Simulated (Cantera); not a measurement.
## Silicon nitride deposition: trisilylamine + N2 + NH3

A closed system holds: 1 mol trisilylamine, 8.7 mol N2, 8.9 mol NH3, held at 1777 °C and 23.0 mbar.

Cantera equilibrium calculation (NASA polynomials, part measured and part estimated; ideal gas, pure solids and liquids). Candidate condensed phases: Si, Si3N4; 18 gas species. The feed counts by its element totals alone. The tables' values for SiN are old estimates; treat these amounts as uncertain. Gases not in the tables: Si2H6 and higher silanes. Kinetics and transport are ignored.

| Property | Result |
|---|---|
| x(H2) | 0.556 |
| x(N2) | 0.429 |
| x(H) | 0.0112 |
| x(Si) | 0.00336 |
| x(SiH) | 0.000230 |
| x(Si2N) | 9.71e-5 |
| x(SiH2) | 7.79e-5 |
| x(SiN) | 7.74e-5 |
| x(Si2) | 3.92e-5 |
| n(Si(l)) | 2.87 mol |
| gas amount | 31.79 mol |
